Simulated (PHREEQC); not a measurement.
Consider water at 25 °C with 38 mmol/kgw H2SO4, 0.16 mmol/kgw CuSO4 and 3.2 mmol/kgw MgCl2. Closed to the air; pH follows from the charge balance.

Model: ion-association model, phreeqc.dat, run in PHREEQC.

```csv
quantity,before,after
pH,1.37,1.63
ionic strength (mol/kgw),0.0691,0.0386
HSO4- (mol/kgw),0.0253,0.0107
SO4-2 (mol/kgw),0.0117,0.00785
MgSO4 (mol/kgw),0.00108,0.000509
```

### Question
What was changed between the two runs?
A. diluted 2-fold with water
B. diluted 10-fold with water
C. CuSO4 from 0.00016 to 8e-05 mol/kgw
D. CuSO4 replaced by MnSO4 at the same molality
E. H2SO4 from 0.038 to 0.19 mol/kgw

### Answer
A, diluted 2-fold with water

This is a speciation only: nothing precipitates in the calculation.
